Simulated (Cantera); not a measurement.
A perfectly stirred reactor is fed with 63.1 % CH4, 36.6 % CO2, 0.334 % H2O, at 1000000 Pa; it is held at 1648 K, and followed from long to short residence time.

Model: GRI-Mech 3.0 (53 species, 325 reactions), integrated in Cantera. GRI-Mech 3.0 stops at C3 and has no aromatics, soot or wall deposition, so with more carbon than oxygen in the feed, carbon stays in small species such as C2H2 where larger ones or solid carbon would form.

Task: Predict: x(CH4) at τ = 0.590 s; x(CO2) at τ = 0.590 s; x(CO) at τ = 0.590 s; x(CH2) at τ = 0.590 s; x(CH4) at τ = 33.0 ms; x(CO2) at τ = 33.0 ms; x(CO) at τ = 33.0 ms; x(CH2) at τ = 33.0 ms.

Result: 
```json
{
 "x(CH4) at τ = 0.590 s": "0.121",
 "x(CO2) at τ = 0.590 s": "0.0317",
 "x(CO) at τ = 0.590 s": "0.303",
 "x(CH2) at τ = 0.590 s": "8.69e-9",
 "x(CH4) at τ = 33.0 ms": "0.196",
 "x(CO2) at τ = 33.0 ms": "0.119",
 "x(CO) at τ = 33.0 ms": "0.165",
 "x(CH2) at τ = 33.0 ms": "1.67e-8"
}
```
